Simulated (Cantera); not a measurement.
Charge: 1 mol SiO₂, 49 mol HBr, 3.9 mol N₂, held at 17.0 Pa.

Cantera equilibrium calculation (NASA polynomials, part measured and part estimated; ideal gas, pure solids and liquids). Candidate condensed phases: Br₂, H₂O, Si, SiO₂, Si₂N₂O, Si₃N₄; 45 gas species. The tables hold silica as quartz up to 1696 K and as liquid above; real silica turns to tridymite and cristobalite and melts near 1996 K. Rates play no part.

Question: Which condensed phases are stable at each of these points (T (K)): 948, 1048, 1148, 1248, 1348, 1448, 1548, 1648, 1748, 1848, 1948?

Answer: 
```
T (K)  condensed phases  Si condensed (%)
-----  ----------------  ----------------
948      SiO₂(β-quartz)             100.0
1048     SiO₂(β-quartz)             100.0
1148     SiO₂(β-quartz)             100.0
1248     SiO₂(β-quartz)              99.9
1348     SiO₂(β-quartz)              99.6
1448     SiO₂(β-quartz)              97.4
1548     SiO₂(β-quartz)              85.8
1648     SiO₂(β-quartz)              39.2
1748           gas only               0.0
1848           gas only               0.0
1948           gas only               0.0
```

From 948 K to 1648 K the condensed part is SiO₂(β-quartz). From 1748 K to 1948 K nothing is condensed.
